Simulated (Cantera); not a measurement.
Input: 1 mol C3H6, 0.067 mol H2O, equilibrated at 10.0 mbar.

Equilibrium computed with Cantera from the NASA thermochemical tables; the gas is ideal and each condensed phase is pure. Candidate condensed phases: C, C6H6, C7H8, C8H18, H2O; 110 gas species. The numbers say what is thermodynamically allowed, not how fast it happens. All values below are at 2198 K.

Base state: H2 0.923, H 0.0535, CO 0.0208, C2H2 (acetylene) 0.00234 (mole fractions); condensed: C(graphite).

Problem. What changes in the equilibrium state with this change: H2O from 0.067 to 0.23 mol?

Solution. 
| species | before | after |
|---|---|---|
| H2 | 0.923 | 0.881 |
| CO | 0.0208 | 0.0647 |
| H | 0.0535 | 0.0523 |
| C2H2 (acetylene) | 0.00234 | 0.00223 |
| C(graphite), mol | 2.92 | 2.75 |
